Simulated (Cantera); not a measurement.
## Thermodynamics of iron carbonyl, mercury and lead vapours, feed Fe(CO)₅ + H₂ + CO

Feed: 1 mol Fe(CO)₅, 10 mol H₂, 0.11 mol CO, equilibrated at 0.00133 bar.

Cantera equilibrium calculation (NASA polynomials, part measured and part estimated; ideal gas, pure solids and liquids). Candidate condensed phases: C, C₆H₆, C₇H₈, C₈H₁₈, Fe, Fe(CO)₅, FeO, Fe(OH)₂, Fe(OH)₃, Fe₂O₃, Fe₃O₄, H₂O; 114 gas species. Condensed phases not in the tables: cementite and carbon dissolved in iron. Rates play no part.

```tsv
T (K)	log p H₂	log p CO	log p CO₂	log p H₂O	n C(graphite)	n Fe(α)	n Fe(γ)
750	-3.04	-3.48	-4.21	-4.56	0.913	1.00	0
850	-3.05	-3.35	-5.38	-5.56	0.0731	1.00	0
950	-3.05	-3.35	-6.47	-6.43	0.00656	1.00	0
1050	-3.05	-3.35	-7.36	-7.14	0.000805	1.00	0
1150	-3.05	-3.35	-8.10	-7.73	0	1.00	0
1250	-3.05	-3.35	-8.68	-8.20	0	0	1.000
1350	-3.05	-3.35	-9.07	-8.48	0	0	1.000
1450	-3.05	-3.35	-9.31	-8.64	0	0	0.999
```
log p: log10 of the partial pressure in bar; n: condensed amount in mol.

From 750 K to 1050 K the condensed part is C(graphite) + Fe(α). At 1150 K the condensed part is Fe(α). From 1250 K to 1450 K the condensed part is Fe(γ).
